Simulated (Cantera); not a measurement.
Transport properties of process gases

Gas mixture: C₂H₂ : N₂ = 0.49 : 0.069 (molar parts), at 1.00 bar, frozen composition.

Cantera's kinetic-theory transport with the Lennard-Jones parameters of GRI-Mech 3.0, ideal gas; thermal conductivity in the mixture-averaged form. The composition is frozen, though it would react at the higher temperatures.

| T (K) | ρ (kg/m³) | cp (J/kg/K) | μ (µPa s) | λ (mW/m/K) | Pr | D (cm²/s) H | D (cm²/s) CO₂ | D (cm²/s) H₂ |
|---|---|---|---|---|---|---|---|---|
| 400 | 0.790 | 1814 | 14.4 | 35.3 | 0.741 | 1.62 | 0.220 | 1.06 |
| 600 | 0.527 | 2079 | 19.9 | 55.5 | 0.747 | 3.33 | 0.461 | 2.11 |
| 800 | 0.395 | 2263 | 24.7 | 74.8 | 0.746 | 5.47 | 0.765 | 3.42 |
| 1000 | 0.316 | 2419 | 28.9 | 93.3 | 0.748 | 8.00 | 1.12 | 4.96 |
| 1200 | 0.263 | 2548 | 32.7 | 111 | 0.750 | 10.9 | 1.54 | 6.72 |
| 1400 | 0.226 | 2654 | 36.3 | 128 | 0.751 | 14.1 | 1.99 | 8.68 |
| 1600 | 0.198 | 2741 | 39.6 | 145 | 0.751 | 17.6 | 2.49 | 10.8 |
| 1800 | 0.176 | 2812 | 42.8 | 160 | 0.750 | 21.4 | 3.04 | 13.2 |
| 2000 | 0.158 | 2870 | 45.9 | 176 | 0.750 | 25.6 | 3.62 | 15.7 |
D: mixture-averaged diffusion coefficient of that species in the mixture.
